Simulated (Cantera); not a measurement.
Charge: 1 mol CsCl, 0.056 mol HCl, 5.5 mol N2, at 1273.15 K.

Cantera equilibrium calculation (NASA polynomials, part measured and part estimated; ideal gas, pure solids and liquids). Candidate condensed phases: Cs, CsCl, NH4Cl; 16 gas species. Kinetics and transport are ignored.

x: gas mole fraction; n: condensed amount in mol.

| P (Pa) | x N2 | x CsCl | x Cs2Cl2 | x HCl | x Cl | n CsCl(l) |
|---|---|---|---|---|---|---|
| 0.100 | 0.839 | 0.152 | 1.88e-7 | 0.00818 | … | 0 |
| 1.60 | 0.839 | 0.153 | 3.00e-6 | 0.00839 | … | 0 |
| 25 | 0.839 | 0.152 | 4.69e-5 | 0.00848 | … | 0 |
| 400 | 0.840 | 0.151 | 0.000737 | 0.00852 | … | 0 |
| 6300 | 0.847 | 0.135 | 0.00931 | 0.00861 | … | 0 |
| 100000 | 0.928 | 0.0460 | 0.0171 | 0.00944 | … | 0.525 |

**Question.** Fill in the missing entries.

**Answer.** 
- 0.100, x Cl: 0.000376
- 1.60, x Cl: 0.000150
- 25, x Cl: 5.99e-5
- 400, x Cl: 2.38e-5
- 6300, x Cl: 9.51e-6
- 100000, x Cl: 3.93e-6
